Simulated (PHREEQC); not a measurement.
Dissolve 110 mmol/kgw FeCl2 at 93 °C. Closed to the air; pH follows from the charge balance.

All values are PHREEQC results (ion-association model, phreeqc.dat), not measurements.

This is a speciation only: nothing precipitates in the calculation.

What pH, specific conductance does the model give?

pH 4.63; specific conductance 51600 µS/cm.

In which forms is Cl present?

Cl- 97 %, FeCl+ 3.1 % of the Cl.

Constants without temperature data keep their 25 °C values here.
